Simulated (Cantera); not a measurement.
A Cantera script and its output.

```python
import numpy as np
import cantera as ct

gas = ct.Solution("gri30.yaml")
gas.TPX = 1450, 130000, {'CH4': 1, 'N2': 35, 'H2O': 0.7}
reactor = ct.IdealGasConstPressureReactor(gas, energy="off", clone=False)
net = ct.ReactorNet([reactor])
net.rtol, net.atol = 1e-08, 1e-18
show = ['CH4', 'HCN', 'C2H', 'H', 'CH3', 'C2H4']
times = np.geomspace(2e-06, 2, 11)

steps = ct.SolutionArray(gas, extra=["t"])
rows = []
print(f"{'t/s':>10s}{'T/K':>9s}{'P/Pa':>11s}" + "".join(f"{s:>11s}" for s in show))
for t in times:
    while net.time < t:
        t_next = net.step()
        steps.append(gas.state, t=t_next)
    rows.append([np.interp(t, steps.t, y) for y in (steps.T, steps.P, *steps(*show).X.T)])
    print(f"{t:10.3e}{rows[-1][0]:9.1f}{rows[-1][1]:11.4g}" + "".join(f"{x:11.3e}" for x in rows[-1][2:]))
rate = np.gradient(steps.T, steps.t)
print("integrator steps:", len(steps.t))
if steps.T.max() > steps.T[0] + 200:
    print(f"time of steepest temperature rise: {steps.t[rate.argmax()]:.4e} s")
gas.TPX = 1450, 130000, {'CH4': 1, 'N2': 35, 'H2O': 0.7}
gas.equilibrate("TP")
print(f"equilibrium (TP): T = {gas.T:.1f} K  " + "  ".join(f"{s} {gas[s].X[0]:.3e}" for s in show))
```

Result:

```
       t/s      T/K       P/Pa        CH4        HCN        C2H          H        CH3       C2H4
 2.000e-06   1450.0    1.3e+05  2.725e-02  9.741e-21  3.735e-32  4.038e-09  9.949e-09  5.906e-17
 7.962e-06   1450.0    1.3e+05  2.725e-02  2.066e-19  9.887e-29  5.662e-09  5.009e-08  1.312e-14
 3.170e-05   1450.0    1.3e+05  2.725e-02  3.784e-18  9.053e-26  5.705e-09  2.165e-07  1.585e-12
 1.262e-04   1450.0    1.3e+05  2.725e-02  6.407e-17  6.276e-23  5.714e-09  8.772e-07  1.199e-10
 5.024e-04   1450.0    1.3e+05  2.724e-02  1.275e-15  5.172e-20  5.857e-09  3.398e-06  7.586e-09
 2.000e-03   1450.0    1.3e+05  2.723e-02  2.700e-14  3.246e-17  7.052e-09  9.736e-06  3.226e-07
 7.962e-03   1450.0    1.3e+05  2.718e-02  2.737e-13  5.534e-15  1.097e-08  1.700e-05  5.472e-06
 3.170e-02   1450.0    1.3e+05  2.691e-02  3.288e-12  7.034e-13  3.373e-08  2.898e-05  7.362e-05
 1.262e-01   1450.0    1.3e+05  2.551e-02  5.982e-11  3.123e-11  1.486e-07  3.165e-05  3.892e-04
 5.024e-01   1450.0    1.3e+05  2.168e-02  5.119e-10  1.650e-10  4.042e-07  2.169e-05  2.599e-04
 2.000e+00   1450.0    1.3e+05  1.443e-02  2.646e-09  3.524e-10  8.122e-07  1.243e-05  1.437e-04
integrator steps: 968
equilibrium (TP): T = 1450.0 K  CH4 4.919e-04  HCN 6.844e-03  C2H 1.028e-11  H 2.140e-06  CH3 3.227e-07  C2H4 9.323e-06
```

Computed with Cantera and GRI-Mech 3.0 (53 species, 325 reactions). GRI-Mech 3.0 stops at C3 and has no aromatics, soot or wall deposition, so with more carbon than oxygen in the feed, carbon stays in small species such as C2H2 where larger ones or solid carbon would form.
